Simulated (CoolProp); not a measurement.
Vapour-liquid equilibrium of hydrogen sulfide (1) + isobutane (2) at 1.74 MPa; x and y are mole fractions of (1).

Values from CoolProp's multi-fluid Helmholtz-energy mixture model, Lemmon 2006 and Bücker 2006; pair parameters Kunz 2012.

```csv
x,"bubble temperature, mixture model (K)","bubble temperature, Raoult's law (K)","y, mixture model","y, Raoult's law"
0.05,357.6,357.6,0.150,0.197
0.125,345.4,346.9,0.352,0.407
0.2,334.7,338.2,0.508,0.552
0.275,325.9,330.8,0.621,0.657
0.35,318.9,324.5,0.700,0.735
0.425,313.4,319.1,0.758,0.796
0.5,309.1,314.2,0.801,0.843
0.575,305.6,310.0,0.836,0.881
0.65,302.6,306.1,0.866,0.912
0.725,300.1,302.6,0.893,0.937
0.8,297.7,299.5,0.919,0.958
0.875,295.6,296.6,0.947,0.976
0.95,293.5,293.9,0.978,0.991
```

The largest gap from Raoult's law is -5.7 K in bubble temperature, at x = 0.425. No azeotrope shows between x = 0.05 and 0.95.

The pair parameters rest on a limited set of measurements; away from them the model extrapolates.
